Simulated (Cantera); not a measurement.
## Fluorocarbon and chlorocarbon gases: CHF₃ + CH₄

Input: 1 mol CHF₃, 0.011 mol CH₄, at 44.3 Torr.

Method: chemical equilibrium by Gibbs-energy minimisation in Cantera with the NASA 1993 tables (ideal gas, pure condensed phases). Candidate condensed phases: C, C₆H₆, C₇H₈, C₈H₁₈; 95 gas species. Gases not in the tables: C₂F₆ and larger saturated fluorocarbons. Rates play no part.

```tsv
T (°C)	x HF	x CF₄	x CF₂	x F	n C(graphite)
1050	0.681	0.319	4.93e-6	4.15e-7	0.522
1100	0.681	0.319	1.25e-5	1.18e-6	0.522
1150	0.681	0.319	2.95e-5	3.14e-6	0.522
1200	0.681	0.319	6.59e-5	7.78e-6	0.522
1250	0.681	0.319	0.000139	1.82e-5	0.522
1300	0.681	0.319	0.000281	4.02e-5	0.522
1350	0.681	0.318	0.000541	8.48e-5	0.522
1400	0.681	0.318	0.00100	0.000171	0.521
1450	0.680	0.317	0.00178	0.000331	0.521
1500	0.680	0.316	0.00307	0.000617	0.520
1550	0.679	0.314	0.00513	0.00111	0.518
1600	0.677	0.312	0.00832	0.00194	0.516
1650	0.675	0.308	0.0131	0.00328	0.513
```
x: gas mole fraction; n: condensed amount in mol.

From 1050 °C to 1650 °C the condensed part is C(graphite). The main C-bearing gas is CF₄ throughout.
